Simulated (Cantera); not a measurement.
## Catalytic stagnation flow on Pt

A jet of CH₄ : O₂ : N₂ = 0.019 : 0.16 : 0.79 (molar parts), equivalence ratio 0.24 at 300 K and 22000 Pa hits a platinum plate 9.6 cm away at a mass flux of 0.024 kg/m²/s; the plate temperature is set and raised in steps from an oxygen-covered start.

Detailed kinetics in Cantera: Deutschmann's 1995 Pt surface mechanism with GRI-Mech 3.0 gas chemistry. Catalytic surfaces can have several steady states; this one follows from the mechanism file's or the stated starting coverage.

```tsv
plate T (K)	wall x CH₄	wall x O₂	wall x H₂O	wall x OH	wall x CO	wall x CO₂	θ free Pt	θ O*	θ OH*
850	0.0129	0.151	0.0125	<1e-8	2.97e-6	0.00817	0.0960	0.903	0.00129
900	0.00843	0.141	0.0209	2.39e-8	2.75e-6	0.0136	0.146	0.852	0.00159
950	0.00523	0.135	0.0267	6.97e-8	2.34e-6	0.0175	0.204	0.794	0.00167
1000	0.00334	0.131	0.0302	1.83e-7	2.00e-6	0.0198	0.265	0.734	0.00162
1050	0.00199	0.128	0.0323	4.65e-7	3.16e-6	0.0211	0.327	0.671	0.00151
1100	0.00118	0.126	0.0339	9.91e-7	4.08e-6	0.0220	0.390	0.609	0.00138
```
x: mole fraction at the wall; θ: surface coverage.
